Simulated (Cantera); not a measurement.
Input: 1 mol B2O3, 0.66 mol F2, 10 mol H2, held at 1225 K and 10.0 mbar.

These are equilibrium values from Cantera (NASA tables, ideal gas, pure condensed phases), not measurements of a reactor. Candidate condensed phases: B, B2O3, B3O3H3, H2O; 43 gas species. Gases not in the tables: H3BO3. Equilibrium is a limit: real reactors are often held back by kinetics, nucleation or transport.

Base state: H2 0.875, HF 0.0639, H2O 0.0289, BOF 0.0152, BF3 0.0131, HBO2 0.00200, B3O3F3 0.00174, BHF2 1.52e-5 (mole fractions); condensed: B2O3(l).

Task: What changes in the equilibrium state with this change: pressure from 10.0 mbar to 0.420 bar?

Result: 
```json
[
 {"species": "H2", "before": "0.875", "after": "0.886"},
 {"species": "HF", "before": "0.0639", "after": "0.0474"},
 {"species": "H2O", "before": "0.0289", "after": "0.0387"},
 {"species": "BOF", "before": "0.0152", "after": "0.00151"},
 {"species": "BF3", "before": "0.0131", "after": "0.0224"},
 {"species": "(HBO2)3", "before": "5.24e-6", "after": "5.26e-5"},
 {"species": "HBO2", "before": "0.00200", "after": "0.000358"},
 {"species": "B2O3(l), mol", "before": "0.810", "after": "0.824"}
]
```
